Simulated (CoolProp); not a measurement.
A Linde-Hampson liquefier for nitrogen: isothermal reversible compression at 250 K from 1 atm to 15 MPa, throttling to 1 atm, return gas leaving the recuperator 0 K below the feed. Each further row changes one setting.

Values from CoolProp's reference Helmholtz-energy equation of state, Span 2000.

```json
[
 {"case": "as stated", "liquid yield per pass": "0.106", "compression work (kJ/kg of gas)": "365"},
 {"case": "high pressure 30 MPa", "liquid yield per pass": "0.150", "compression work (kJ/kg of gas)": "?"},
 {"case": "warm-end temperature 280 K", "liquid yield per pass": "?", "compression work (kJ/kg of gas)": "?"},
 {"case": "warm-end gap 5 K", "liquid yield per pass": "0.094", "compression work (kJ/kg of gas)": "365"}
]
```

**Question.** Some entries are withheld; supply them.

**Answer.** 
- high pressure 30 MPa, compression work (kJ/kg of gas): 418
- warm-end temperature 280 K, liquid yield per pass: 0.076
- warm-end temperature 280 K, compression work (kJ/kg of gas): 413
